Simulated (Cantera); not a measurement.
# HMDSO + O₂ (silicon oxide and oxynitride deposition)

Feed: 1 mol HMDSO, 6.2 mol O₂, held at 250 °C and 0.0100 bar.

Equilibrium computed with Cantera from the NASA thermochemical tables; the gas is ideal and each condensed phase is pure. Candidate condensed phases: C, C₆H₆, C₇H₈, C₈H₁₈, H₂O, Si, SiC, SiO₂; 123 gas species. The feed counts by its element totals alone. Kinetics and transport are ignored.

```
Item                                 Result
--------------------------------  ---------
x(H₂O)                                0.551
x(CO₂)                                0.207
x(CH₄)                                0.131
x(H₂)                                 0.111
x(CO)                              0.000465
n(C(graphite))                     2.71 mol
n(SiO₂(α-quartz))                  2.00 mol
gas amount                        9.744 mol
log10 activity of Si(s) (absent)     -39.28
```
